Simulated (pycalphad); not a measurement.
**Effect of Mg content in Al-Si-Mg**

All values are pycalphad results on the COST 507 light-alloy database (1999) (1 atm), not direct measurements. The database dates from 1999; later assessments differ in places, in temperatures and in the compounds included. Amounts are mole fractions of atoms.

| alloy | liquidus (K) | first solid | solidus (K) | phases at 730 K |
|---|---|---|---|---|
| Al-1.19Si-3.02Mg (at.%) | 913 | FCC_A1 | 862 | FCC_A1 0.97, MG2SI 0.03 |
| Al-1.19Si-9.07Mg (at.%) | 886 | FCC_A1 | 827 | FCC_A1 0.96, MG2SI 0.04 |
| Al-1.19Si-12.09Mg (at.%) | 872 | FCC_A1 | 789 | FCC_A1 0.96, MG2SI 0.04 |
| Al-1.19Si-24.18Mg (at.%) | 862 | MG2SI | 723 | FCC_A1 0.63, LIQUID 0.34, MG2SI 0.03 |

Database names, with the compositions (at.%) that they take in these runs: MG2SI: Mg 67 Si 33. FCC_A1 is fcc.
